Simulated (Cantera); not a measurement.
Input: 1 mol SiHCl₃, 25 mol N₂, 57 mol H₂, equilibrated at 100 Torr.

These are equilibrium values from Cantera (NASA tables, ideal gas, pure condensed phases), not measurements of a reactor. Candidate condensed phases: NH₄Cl, Si, Si₃N₄; 28 gas species. N₂ is the only nitrogen source here; it is nearly inert below about 1500 K, so the nitride shown seldom forms there in practice. The tables' values for SiCl, SiN, SiCl₃ are old estimates; treat these amounts as uncertain. Gases not in the tables: Si₂H₆ and higher silanes. Kinetics and transport are ignored.

log p: log10 of the partial pressure in bar; n: condensed amount in mol.

```tsv
T (K)	log p H₂	log p N₂	log p HCl	log p H	n Si₃N₄(s)	n Si(l)
748	-1.05	-1.41	-2.32	<-12	0.333	0
848	-1.05	-1.41	-2.32	…	0.333	0
948	-1.05	-1.41	-2.32	…	0.333	0
1048	-1.05	-1.41	-2.32	…	0.333	0
1148	-1.05	-1.41	-2.32	…	0.333	0
1248	-1.05	-1.41	-2.32	…	0.333	0
1348	-1.05	-1.41	-2.32	…	0.333	0
1448	-1.05	-1.41	-2.32	…	0.332	0
1548	-1.05	-1.41	-2.32	…	0.330	0
1648	-1.05	-1.41	-2.33	…	0.321	0
1748	-1.05	-1.41	-2.35	…	0.301	0
1848	-1.05	-1.41	-2.39	…	0.261	0
1948	-1.05	-1.40	-2.41	…	0	0.695
2048	-1.05	-1.40	-2.41	…	0	0.663
```

Problem. What belongs in the gaps?

Solution. 
- 848, log p H: -11.24
- 948, log p H: -9.80
- 1048, log p H: -8.64
- 1148, log p H: -7.67
- 1248, log p H: -6.85
- 1348, log p H: -6.16
- 1448, log p H: -5.56
- 1548, log p H: -5.04
- 1648, log p H: -4.57
- 1748, log p H: -4.16
- 1848, log p H: -3.80
- 1948, log p H: -3.47
- 2048, log p H: -3.18
